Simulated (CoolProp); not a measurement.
Values from CoolProp's reference Helmholtz-energy equation of state, Thol 2021.

Task: Give the vapour pressure (kPa), liquid density (kg/m³), vapour density (kg/m³), enthalpy of vaporisation (kJ/kg) of saturated chlorine at -0.85, 39.55, 49.65 °C.

Result: 
```tsv
T (°C)	p (kPa)	liquid density (kg/m³)	vapour density (kg/m³)	enthalpy of vaporisation (kJ/kg)
-0.85	358	1470	12.0	267
39.55	1130	1350	35.7	236
49.65	1430	1310	45.2	227
```
